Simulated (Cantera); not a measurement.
Input: 1 mol SiCl4, 3 mol H2O, a varied amount of H2, at 900 °C and 7.90 Pa.

Cantera equilibrium calculation (NASA polynomials, part measured and part estimated; ideal gas, pure solids and liquids). Candidate condensed phases: H2O, Si, SiO2; 30 gas species. The tables hold silica as quartz up to 1696 K and as liquid above; real silica turns to tridymite and cristobalite and melts near 1996 K. Rates play no part.

Q: At 11 mol H2, list the 4 most abundant gas species with their mole fractions, and the condensed phases.

A: H2 0.687, HCl 0.250, H2O 0.0625, H 1.10e-5. Condensed: SiO2(β-quartz).
